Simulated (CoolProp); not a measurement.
Ethylene at 262.12 K and 4.72 MPa is throttled through a valve to 1.91 MPa with no heat exchange. Each further row changes one setting.

Model: reference Helmholtz-energy equation of state, Smukala 2000, in CoolProp.

| case | temperature change (K) | final phase | final density (kg/m³) |
|---|---|---|---|
| as stated | -19.5 | two-phase, vapour fraction 0.181 | 145 |
| outlet pressure 0.573 MPa | -56.3 | two-phase, vapour fraction 0.385 | 26.6 |
| outlet pressure 2.48 MPa | -9.7 | two-phase, vapour fraction 0.097 | 240 |
